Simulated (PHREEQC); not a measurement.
Consider water at 25 °C with 0.00345 mol/kgw HF, 0.0025 mol/kgw KF, 0.000425 mol/kgw H4SiO4 and 3e-05 mol/kgw H3PO4. Closed to the air; pH follows from the charge balance.

The numbers come from PHREEQC with the ion-association model, wateq4f.dat.

Task: The ionic strength comes out as 0.00337 mol/kgw. What activity coefficients do H+, HF2-, K+, F-, SiF6-2 get?

Result: H+ 0.94, HF2- 0.94, K+ 0.94, F- 0.94, SiF6-2 0.78.

No solid was allowed to form. H3PO4, which wateq4f.dat lacks, is added to it with the constant of phreeqc.dat. SiF6-2 is the database's only silicon fluoride.
